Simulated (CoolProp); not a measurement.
Vapour-liquid equilibrium of carbon dioxide (1) + R123 (2) at -9.55 °C; x and y are mole fractions of (1).

Values from CoolProp's multi-fluid Helmholtz-energy mixture model, Span 1996 and Younglove 1994; pair parameters Bell 2016.

```csv
x,"bubble pressure, mixture model (MPa)","bubble pressure, Raoult's law (MPa)","y, mixture model","y, Raoult's law"
0.05,0.1161,0.1538,0.824,0.872
0.2,0.3918,0.5531,0.951,0.970
0.35,0.6910,0.9524,0.975,0.986
0.5,1.046,1.352,0.986,0.992
0.65,1.473,1.751,0.992,0.996
0.8,1.965,2.150,0.996,0.998
0.95,2.497,2.550,0.999,1.000
```

The largest gap from Raoult's law is -29.2 % in bubble pressure, at x = 0.2. No azeotrope shows between x = 0.05 and 0.95.

The pair parameters rest on a limited set of measurements; away from them the model extrapolates.
